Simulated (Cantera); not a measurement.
## Moist CO burnout

An isothermal, constant-pressure homogeneous reactor starts with 0.245 % CO, 5.00 % O2, 0.359 % H2O, 94.4 % N2, at 875 K and 128 Torr.

Cantera simulation using GRI-Mech 3.0 (53 species, 325 reactions); the numbers are that mechanism's predictions, not measurements.

| t (s) | x CO | x O2 | x H2O | x H2 | x O | x NO |
|---|---|---|---|---|---|---|
| 0.000400 | 0.00245 | 0.0500 | 0.00359 | <1e-12 | <1e-12 | <1e-12 |
| 0.000959 | 0.00245 | 0.0500 | 0.00359 | <1e-12 | <1e-12 | <1e-12 |
| 0.00230 | 0.00245 | 0.0500 | 0.00359 | <1e-12 | 1.89e-12 | <1e-12 |
| 0.00551 | 0.00245 | 0.0500 | 0.00359 | <1e-12 | 4.52e-12 | <1e-12 |
| 0.0132 | 0.00245 | 0.0500 | 0.00359 | <1e-12 | 1.10e-11 | <1e-12 |
| 0.0316 | 0.00245 | 0.0500 | 0.00359 | <1e-12 | 2.78e-11 | <1e-12 |
| 0.0758 | 0.00245 | 0.0500 | 0.00359 | <1e-12 | 7.65e-11 | <1e-12 |
| 0.182 | 0.00245 | 0.0500 | 0.00359 | <1e-12 | 2.71e-10 | <1e-12 |
| 0.436 | 0.00245 | 0.0500 | 0.00359 | 1.10e-11 | 2.18e-9 | <1e-12 |
| 1.04 | 0.00245 | 0.0500 | 0.00359 | 5.23e-9 | 2.18e-7 | <1e-12 |
| 2.50 | 0.00210 | 0.0499 | 0.00358 | 3.10e-6 | 2.62e-6 | 6.04e-12 |
| 6.00 | 0.00136 | 0.0495 | 0.00359 | 2.97e-6 | 1.67e-6 | 2.78e-11 |
x: mole fraction; the columns are a selection and need not sum to one.

Equilibrium at this temperature and pressure: CO <1e-12, O2 0.0489, H2O 0.00359, H2 <1e-12, O 1.11e-12, NO 3.46e-6 (gas phase only).
